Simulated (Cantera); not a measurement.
An adiabatic, constant-volume homogeneous reactor starts with 6.93 % CH3OH, 19.6 % O2, 73.5 % N2, equivalence ratio 0.53, at 1025 K and 1.30 bar.

Computed with Cantera and GRI-Mech 3.0 (53 species, 325 reactions). GRI-Mech 3.0 was tuned for natural gas; its chemistry of methanol as a main component is partial and can be far from experiment.

Problem. Predict: time of steepest temperature rise; temperature at 5.00 s; equilibrium temperature; x(O2) at 5.00 s; x(NO2) at 5.00 s; x(NO) at 5.00 s.

Solution. 
```json
{
  "time_of_steepest_temperature_rise": "0.258 s",
  "temperature at 5.00 s": "2400 K",
  "equilibrium_temperature": "2400 K",
  "x(O2) at 5.00 s": "0.0824 (gas-phase equilibrium 0.0824)",
  "x(NO2) at 5.00 s": "1.25e-5 (gas-phase equilibrium 1.25e-5)",
  "x(NO) at 5.00 s": "0.0113 (gas-phase equilibrium 0.0113)"
}
```
